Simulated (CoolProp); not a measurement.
Vapour pressure (kPa) of dodecamethylpentasiloxane (MD3M): the reference equation beside estimates from Tc = 354.9 °C, pc = 954.0 kPa, ω = 0.730.

Model: reference Helmholtz-energy equation of state, Thol 2019, in CoolProp.

```json
[
 {"T (°C)": "46.85", "reference": "0.04126", "van der Waals": "30.10", "Redlich-Kwong": "2.790", "Peng-Robinson": "0.06081"},
 {"T (°C)": "54.85", "reference": "0.07487", "van der Waals": "35.41", "Redlich-Kwong": "3.866", "Peng-Robinson": "0.1053"},
 {"T (°C)": "62.85", "reference": "0.1309", "van der Waals": "41.36", "Redlich-Kwong": "___", "Peng-Robinson": "0.1766"},
 {"T (°C)": "70.85", "reference": "0.2212", "van der Waals": "47.98", "Redlich-Kwong": "7.011", "Peng-Robinson": "0.2876"},
 {"T (°C)": "78.85", "reference": "0.3622", "van der Waals": "___", "Redlich-Kwong": "9.203", "Peng-Robinson": "___"},
 {"T (°C)": "86.85", "reference": "0.5760", "van der Waals": "63.36", "Redlich-Kwong": "11.90", "Peng-Robinson": "0.7040"},
 {"T (°C)": "94.85", "reference": "___", "van der Waals": "72.20", "Redlich-Kwong": "15.17", "Peng-Robinson": "1.062"},
 {"T (°C)": "102.85", "reference": "1.347", "van der Waals": "81.86", "Redlich-Kwong": "19.10", "Peng-Robinson": "1.568"},
 {"T (°C)": "110.85", "reference": "1.987", "van der Waals": "92.36", "Redlich-Kwong": "23.76", "Peng-Robinson": "2.268"},
 {"T (°C)": "118.85", "reference": "2.871", "van der Waals": "103.7", "Redlich-Kwong": "29.24", "Peng-Robinson": "3.219"},
 {"T (°C)": "126.85", "reference": "4.066", "van der Waals": "116.0", "Redlich-Kwong": "35.62", "Peng-Robinson": "4.489"},
 {"T (°C)": "134.85", "reference": "5.653", "van der Waals": "129.2", "Redlich-Kwong": "42.99", "Peng-Robinson": "6.157"},
 {"T (°C)": "142.85", "reference": "___", "van der Waals": "143.4", "Redlich-Kwong": "51.43", "Peng-Robinson": "8.316"},
 {"T (°C)": "150.85", "reference": "___", "van der Waals": "158.6", "Redlich-Kwong": "61.02", "Peng-Robinson": "11.07"}
]
```

Task: Fill in the missing entries.

Result: 
- 62.85, Redlich-Kwong: 5.253
- 78.85, van der Waals: 55.30
- 78.85, Peng-Robinson: 0.4557
- 94.85, reference: 0.8918
- 142.85, reference: 7.726
- 150.85, reference: 10.39

Absolute difference from the reference over all 14 rows, mean and median: van der Waals 16382.6 and 6986.6 %, Redlich-Kwong 2181.3 and 1459.5 %, Peng-Robinson 21.2 and 17.7 %.
